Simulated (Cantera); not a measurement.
What does this Cantera script print?

```python
import numpy as np
import cantera as ct

gas_names = """
    Fe FeO Fe(OH)2 H HNO HNO2 HNO3 HO2 H2 H2O H2O2 H2S H2SO4 N NH NH2 NH3 NH2OH NO NO2 NO3 N2 N2H2 N2H4
    N2O O OH O2 O3 S SH SN SO SO2 SO3 S2 S2O S8
""".split()
cond_names = """
    Fe(a) Fe(c) Fe(d) Fe(L) FeO(s) FeO(L) Fe(OH)2(s) Fe(OH)3(s) FeS(a) FeS(b) FeS(c) FeS(L) FeSO4(s)
    FeS2(s) Fe2O3(s) Fe2S3O12(s) Fe3O4(s) H2O(s) H2O(L) H2SO4(L) S(cr1) S(cr2) S(L)
""".split()


# ... load() reads the species with a 1 bar reference pressure and builds the phases ...
atoms = {
    'Fe2O3': {'Fe': 2, 'O': 3},
    'H2S': {'H': 2, 'S': 1},
    'N2': {'N': 2},
}
top_T = {'FeSO4(s)': 950, 'FeS2(s)': 1010, 'Fe2O3(s)': 1830, 'Fe2S3O12(s)': 1100, 'Fe3O4(s)': 1870}  # K; cautious upper limits of use, not melting points


# ... equilibrate(T, P, feed) seeds the gas with the atoms and calls Mixture.equilibrate('TP', solver="vcs", rtol=1e-11, max_steps=5000) ...
results = []
feed = {'Fe2O3': 1, 'H2S': 0.19, 'N2': 38}  # mol
P = 28000  # Pa
for T in [875, 925, 975, 1025, 1075, 1125, 1175, 1225, 1275, 1325, 1375, 1425]:
    mix = equilibrate(T, P, feed)
    results.append((T, P, feed, dict(zip(mix.species_names, mix.species_moles))))

top = {s: max(r[3][s] / sum(r[3][g] for g in gas_names) for r in results) for s in gas_names}
cols = sorted((s for s in top if top[s] > 1e-06), key=lambda s: -top[s])[:5]
seen = [c for c in cond_names if any(r[3].get(c, 0) > 1e-12 for r in results)]
print("log10 of partial pressures in bar; condensed amounts in mol")
print(f"{'T/K':>10s}" + "".join(f"{s[:9]:>10s}" for s in cols + seen))
for T, P, feed, n in results:
    ng = sum(n[g] for g in gas_names)
    print(f"{T:10.4g}" + "".join(f"{np.log10(max(n[s] / ng * P / 1e5, 1e-99)):10.3f}" for s in cols)
          + "".join(f"{n.get(c, 0):10.4g}" for c in seen))
```

It prints:

```
log10 of partial pressures in bar; condensed amounts in mol
       T/K        N2       SO2       H2O        S2        H2    FeO(s)    FeS(c)  Fe3O4(s)
       875    -0.556    -3.079    -2.863    -4.365    -5.434         0   0.06176    0.6461
       925    -0.556    -3.084    -2.864    -4.245    -5.188         0   0.05928    0.6469
       975    -0.556    -3.091    -2.866    -4.136    -4.967         0   0.05635    0.6479
      1025    -0.556    -3.098    -2.868    -4.039    -4.766         0   0.05296     0.649
      1075    -0.556    -3.106    -2.871    -3.951    -4.584         0   0.04912    0.6503
      1125    -0.556    -3.114    -2.875    -3.872    -4.418         0   0.04484    0.6517
      1175    -0.556    -3.123    -2.881    -3.800    -4.267         0   0.04011    0.6533
      1225    -0.557    -2.919    -2.876    -4.083    -4.311    0.5403         0    0.4866
      1275    -0.557    -2.874    -2.873    -4.686    -4.366    0.6528         0    0.4491
      1325    -0.557    -2.863    -2.871    -5.306    -4.418    0.6831         0     0.439
      1375    -0.557    -2.861    -2.869    -5.897    -4.467    0.6916         0    0.4361
      1425    -0.557    -2.860    -2.868    -6.452    -4.513    0.6947         0    0.4351
```

Equilibrium computed with Cantera from the NASA thermochemical tables; the gas is ideal and each condensed phase is pure. Mutual solubility and eutectic melting of coexisting phases are not modelled. The tables' stoichiometric FeO is somewhat more stable than real wüstite, so its field is too wide. FeO, FeS: taken at fixed stoichiometry. Gases not in the tables: S3 to S7.
